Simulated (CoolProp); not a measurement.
The numbers come from the reference Helmholtz-energy equation of state, Thol 2015 in CoolProp.

Question: For 1,2-dichloroethane, give the phase and the cv (kJ/(kg K)), speed of sound (m/s), Joule-Thomson coefficient (K/MPa), fugacity coefficient at 226.85 °C and 17.4 bar; 226.85 °C and 43.6 bar.

Answer: 
- 226.85 °C and 17.4 bar: gas; cv 0.998, speed of sound 177, Joule-Thomson coefficient 17.2, fugacity coefficient 0.833
- 226.85 °C and 43.6 bar: liquid; cv 1.05, speed of sound 458, Joule-Thomson coefficient 0.352, fugacity coefficient 0.424
